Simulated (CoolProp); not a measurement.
A closed Brayton cycle with nitrogen: compressor inlet 309.15 K and 2.3 MPa, high pressure 5.78 MPa, turbine inlet 990 K, compressor efficiency 0.89, turbine efficiency 0.85, recuperator effectiveness 0.8 (on enthalpy, no pinch check). Each further row changes one setting.

The numbers come from the reference Helmholtz-energy equation of state, Span 2000 in CoolProp.

```
case                           thermal efficiency (%)  net work (kJ/kg)  compressor to turbine work  compressor exit (K)  turbine exit (K)
-----------------------------  ----------------------  ----------------  --------------------------  -------------------  ----------------
as stated                                        33.0              98.0                        0.53                414.7             811.3
turbine inlet 940 K                                 …              87.3                        0.56                414.7             768.8
compressor inlet 319.15 K                        32.1              94.3                           …                    …             811.3
high pressure 4.91 MPa                           31.5              86.3                           …                393.9                 …
recuperator effectiveness 0.5                    23.0              98.0                        0.53                414.7             811.3
```

### Question
Complete the blanks.

### Answer

- turbine inlet 940 K, thermal efficiency (%): 31.6
- compressor inlet 319.15 K, compressor to turbine work: 0.55
- compressor inlet 319.15 K, compressor exit (K): 428.0
- high pressure 4.91 MPa, compressor to turbine work: 0.50
- high pressure 4.91 MPa, turbine exit (K): 840.3
